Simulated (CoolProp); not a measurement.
A simple Rankine cycle with R152A: condensing at 289.15 K, boiler at 1.25 MPa, turbine inlet 327.4 K, turbine efficiency 0.65, pump efficiency 0.7, no recuperator. Each further row changes one setting.

Model: reference Helmholtz-energy equation of state, Outcalt 1996, in CoolProp. It is a modified Benedict-Webb-Rubin equation, recast in Helmholtz form.

```csv
case,thermal efficiency (%),net work (kJ/kg),heat in (kJ/kg),turbine exit temperature (K),volume ratio over the turbine
as stated,6.3,19.7,311,290.1,2.78
turbine inlet 347.4 K,6.5,22.2,340,312.5,2.74
condensing temperature 281.15 K,7.6,24.8,325,282.1,3.59
boiler pressure 0.875 MPa,4.4,14.1,323,305.3,1.91
turbine efficiency 0.55,5.3,16.5,311,292.8,2.82
```
